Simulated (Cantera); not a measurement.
Input (Python, Cantera) and output of one run.

```python
import numpy as np
import cantera as ct

gas_names = """
    CL CLO CL2 N NO NO2 NO3 N2 N2O O O2 O3 Si SiCL SiCL2 SiCL3 SiCL4 SiN SiO SiO2 Si2 Si2N Si3
""".split()
cond_names = """
    Si(cr) Si(L) SiO2(Lqz) SiO2(hqz) SiO2(L) Si2N2O(s) Si3N4(a)
""".split()


# ... load() reads the species with a 1 bar reference pressure and builds the phases ...
atoms = {
    'SiCl4': {'Si': 1, 'CL': 4},
    'O2': {'O': 2},
    'NO': {'N': 1, 'O': 1},
}
top_T = {'Si2N2O(s)': 2100, 'Si3N4(a)': 2400}  # K; cautious upper limits of use, not melting points


# ... equilibrate(T, P, feed) seeds the gas with the atoms and calls Mixture.equilibrate('TP', solver="vcs", rtol=1e-11, max_steps=5000) ...
results = []
feed = {'SiCl4': 1, 'O2': 0.95, 'NO': 9.3}  # mol
T = 1125  # K
P = 13332.2  # Pa
mix = equilibrate(T, P, feed)
results.append((T, P, feed, dict(zip(mix.species_names, mix.species_moles))))
x = sorted(zip(gas.X, gas.species_names), reverse=True)
print(f"T = {T:g} K  P = {P:g} Pa  gas = {mix.phase_moles(0):.4g} mol")
print("   x: " + "  ".join(f"{s} {v:.3e}" for v, s in x if v > 1e-05))
print("   condensed (mol): " + ("  ".join(f"{mix.phase(i).name} {mix.phase_moles(i):.4g}"
      for i in range(1, mix.n_phases) if mix.phase_moles(i) > 1e-12) or "none"))
```

Result:

```
T = 1125 K  P = 13332.2 Pa  gas = 11.26 mol
   x: N2 4.128e-01  O2 4.083e-01  CL2 1.764e-01  CL 2.360e-03  NO 1.071e-04  CLO 2.527e-05
   condensed (mol): SiO2(hqz) 1
```

These are equilibrium values from Cantera (NASA tables, ideal gas, pure condensed phases), not measurements of a reactor.
